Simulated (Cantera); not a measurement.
A closed system holds: 1 mol Al(CH₃)₃, 0.38 mol H₂O, 6.7 mol N₂, equilibrated at 1923.15 K and 10.0 Torr.

Method: chemical equilibrium by Gibbs-energy minimisation in Cantera with the NASA 1993 tables (ideal gas, pure condensed phases). Candidate condensed phases: Al, AlN, Al₂O₃, C, C₆H₆, C₇H₈, C₈H₁₈, H₂O; 148 gas species. The feed counts by its element totals alone. Kinetics and transport are ignored.

Base state: N₂ 0.536, H₂ 0.417, CO 0.0329, H 0.00527, HCN 0.00508, Al 0.00400, HNC 0.000250, C₂H₂ (acetylene) 0.000188 (mole fractions); condensed: AlN(s) + C(graphite).

Problem. What changes in the equilibrium state with this change: temperature from 1923.15 K to 2123 K?

Solution. 
```tsv
species	before	after
N₂	0.536	0.507
H₂	0.417	0.358
Al	0.00400	0.0753
H	0.00527	0.0186
CO	0.0329	0.0290
Al₂	9.85e-8	1.26e-5
CN	1.26e-6	1.58e-5
AlH	9.92e-5	0.00113
Al₂O	6.79e-6	3.80e-5
AlN(s), mol	0.953	0
C(graphite), mol	2.55	2.47
```
